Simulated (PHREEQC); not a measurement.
1 kg of water holding 0.24 mol NaCl, 0.021 mol NaOH, 0.055 mol Na2SO4 and 0.021 mol Na2CO3 is evaporated at 20 °C; the solids stay in contact with the brine. No CO2 enters from the air. Solids allowed: Burkeite, Halite, Mirabilite, Nahcolite, Natron, Thenardite, Trona. Others were left out.

Computed with PHREEQC (Pitzer model, pitzer.dat).

| water left (kg) | ionic strength | water activity | Halite (mol) | Thenardite (mol) | Burkeite (mol) | C in solution (mol/kgw) | Na in solution (mol/kgw) | pH |
|---|---|---|---|---|---|---|---|---|
| 1 | 0.489 | 0.988 | 0 | 0 | 0 | 0.0210 | 0.413 | 12.30 |
| 0.6755 | 0.724 | 0.983 | 0 | 0 | 0 | 0.0311 | 0.611 | 12.45 |
| 0.5552 | 0.881 | 0.979 | 0 | 0 | 0 | 0.0378 | 0.744 | 12.52 |
| 0.375 | 1.30 | 0.970 | 0 | 0 | 0 | 0.0560 | 1.10 | 12.68 |
| 0.3082 | 1.59 | 0.963 | 0 | 0 | 0 | 0.0681 | 1.34 | 12.75 |
| 0.2082 | 2.35 | 0.945 | 0 | 0 | 0 | 0.101 | 1.98 | 12.91 |
| 0.1407 | 3.48 | 0.917 | 0 | 0 | 0 | 0.149 | 2.94 | 13.08 |
| 0.1156 | 4.23 | 0.897 | 0 | 0 | 0 | 0.182 | 3.57 | 13.16 |
| 0.07809 | 6.26 | 0.836 | 0 | 0 | 0 | 0.269 | 5.29 | 13.35 |
| 0.06418 | 7.62 | 0.791 | 0 | 0 | 0 | 0.327 | 6.44 | 13.46 |
| 0.04335 | 8.79 | 0.728 | 0.0303 | 0.0252 | 0.000213 | 0.479 | 7.64 | 13.66 |
| 0.03564 | 8.78 | 0.727 | 0.0686 | 0.0222 | 0.00453 | 0.462 | 7.66 | 13.75 |
| 0.02407 | 8.76 | 0.722 | 0.126 | 0.0178 | 0.0109 | 0.418 | 7.71 | 13.95 |
| 0.01627 | 8.75 | 0.715 | 0.165 | 0.0150 | 0.0152 | 0.359 | 7.80 | 14.16 |
| 0.01337 | 8.75 | 0.710 | 0.180 | 0.0141 | 0.0167 | 0.323 | 7.86 | 14.28 |
| 0.009031 | 8.78 | 0.695 | 0.202 | 0.0129 | 0.0188 | 0.243 | 8.05 | 14.53 |
| 0.007428 | 8.83 | 0.684 | 0.210 | 0.0127 | 0.0195 | 0.200 | 8.19 | 14.67 |
| 0.005013 | 9.06 | 0.648 | 0.222 | 0.0125 | 0.0204 | 0.114 | 8.62 | 15.02 |

Thenardite from water left = 0.05276 kg (pH 13.56); Burkeite from water left = 0.04335 kg (pH 13.66); Halite from water left = 0.04335 kg (pH 13.66).

Complexes and solids missing from the database can't appear.
